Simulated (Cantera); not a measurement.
Input: 1 mol Si, 0.084 mol H₂O, 60 mol CO, equilibrated at 1175 K and 1.00 Torr.

Method: chemical equilibrium by Gibbs-energy minimisation in Cantera with the NASA 1993 tables (ideal gas, pure condensed phases). Candidate condensed phases: C, C₆H₆, C₇H₈, C₈H₁₈, H₂O, Si, SiC, SiO₂; 123 gas species. The tables hold silica as quartz up to 1696 K and as liquid above; real silica turns to tridymite and cristobalite and melts near 1996 K. Kinetics and transport are ignored.

Base state: CO 0.999, H₂ 0.00144, CO₂ 3.60e-5 (mole fractions); condensed: C(graphite) + SiO₂(β-quartz).

What changes in the equilibrium state with this change: temperature from 1175 K to 1823.15 K?


```
species               before     after
-------------------  -------  --------
CO                     0.999     0.989
SiO                  1.57e-7   0.00895
H₂                   0.00144   0.00119
H                    1.28e-7  0.000410
Si                     <1e-9  0.000110
CO₂                  3.60e-5   1.05e-7
C(graphite), mol        1.92         0
SiO₂(β-quartz), mol    1.000         0
SiC(s), mol                0     0.454
```
